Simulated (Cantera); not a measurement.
A freely propagating, adiabatic, planar premixed flame of 32.7 % H2, 9.48 % O2, 57.8 % N2, unburnt at 625 K and 278 Torr; mixture-averaged transport, grid criteria slope 0.08 and curve 0.16, no radiation.

Cantera simulation using the H2/O2 subset of GRI-Mech 3.0, which has no nitrogen chemistry; the numbers are that mechanism's predictions, not measurements. Burning velocities carry a grid error of a few per cent, more on coarse grids.

### Question
Predict: laminar burning velocity; thermal thickness; peak x(O); peak x(H); peak x(HO2); peak x(H2O2).

### Answer
- laminar burning velocity: 613 cm/s
- thermal thickness: 1.84 mm
- peak x(O): 0.00423
- peak x(H): 0.0820
- peak x(HO2): 7.94e-5
- peak x(H2O2): 1.72e-6
